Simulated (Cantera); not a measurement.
Nitride etching: BN + Cl₂ + H₂

Input: 1 mol BN, 12 mol Cl₂, 2 mol H₂, equilibrated at 1648.15 K.

Method: chemical equilibrium by Gibbs-energy minimisation in Cantera with the NASA 1993 tables (ideal gas, pure condensed phases). Candidate condensed phases: B, BN, NH₄Cl; 21 gas species. The tables' values for BCl₂, BCl are old estimates; treat these amounts as uncertain. Equilibrium is a limit: real reactors are often held back by kinetics, nucleation or transport.

```tsv
P (Pa)	x Cl	x Cl₂	x HCl	x BCl₃	x N₂
1	0.757	0.000273	0.176	0.0385	0.0220
4.20	0.754	0.00114	0.178	0.0435	0.0222
18	0.750	0.00481	0.179	0.0445	0.0223
75	0.732	0.0191	0.181	0.0452	0.0226
320	0.670	0.0684	0.190	0.0475	0.0237
1300	0.535	0.177	0.209	0.0523	0.0262
5600	0.350	0.326	0.236	0.0589	0.0295
24000	0.198	0.448	0.257	0.0644	0.0322
100000	0.105	0.523	0.271	0.0677	0.0338
```
x: gas mole fraction; nothing condenses.

From 0.00750 Torr to 750 Torr nothing is condensed. The main B-bearing gas is BCl₃ throughout.
